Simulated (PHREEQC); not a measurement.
Dissolve 0.018 mol LiOH, 0.013 mol CO2 and 3.9e-05 mol K2CO3 per kg of water at 40 °C. Closed to the air; pH follows from the charge balance.

All values are PHREEQC results (ion-association model, wateq4f.dat), not measurements.

```json
{
  "pH": "9.80",
  "ionic_strength": "0.0229 mol/kgw",
  "total_alkalinity": "18.1 meq/kg"
}
```

```tsv
species	molality	activity	log γ
Li+	0.0180	0.0156	-0.061
HCO3-	0.00821	0.00711	-0.062
CO3-2	0.00483	0.00272	-0.250
OH-	0.000213	0.000182	-0.067
K+	7.80e-5	6.68e-5	-0.067
CO2	2.20e-6	2.22e-6	0.002
```

This is a speciation only: nothing precipitates in the calculation. Constants without temperature data keep their 25 °C values here.
